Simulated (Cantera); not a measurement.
A perfectly stirred reactor is fed with 63.1 % N₂O, 0.227 % H₂, 36.6 % N₂, at 0.00898 atm; it is held at 1325 K, and followed from long to short residence time.

Cantera simulation using GRI-Mech 3.0 (53 species, 325 reactions); the numbers are that mechanism's predictions, not measurements. GRI-Mech 3.0 was tuned for natural gas; its chemistry of N2O as a main component is partial and can be far from experiment. Radical loss at walls, strong at low pressure, is not modelled. The mechanism lacks the step 2 NO + O2 → 2 NO2, which can matter for NO2 below about 1400 K. The temperature is held fixed by assumption; the heat of reaction is taken as removed at once.

Q: Predict: x(N₂O) at τ = 9.20 s; x(H₂) at τ = 9.20 s; x(OH) at τ = 9.20 s; x(H) at τ = 9.20 s; x(NO) at τ = 9.20 s; x(N₂O) at τ = 0.190 s; x(H₂) at τ = 0.190 s; x(OH) at τ = 0.190 s; x(H) at τ = 0.190 s; x(NO) at τ = 0.190 s.

A: 
* **x(N₂O) at τ = 9.20 s**: 0.397
* **x(H₂) at τ = 9.20 s**: 3.69e-5
* **x(OH) at τ = 9.20 s**: 2.07e-5
* **x(H) at τ = 9.20 s**: 3.17e-8
* **x(NO) at τ = 9.20 s**: 0.0266
* **x(N₂O) at τ = 0.190 s**: 0.622
* **x(H₂) at τ = 0.190 s**: 0.000818
* **x(OH) at τ = 0.190 s**: 3.40e-5
* **x(H) at τ = 0.190 s**: 4.97e-7
* **x(NO) at τ = 0.190 s**: 0.000810
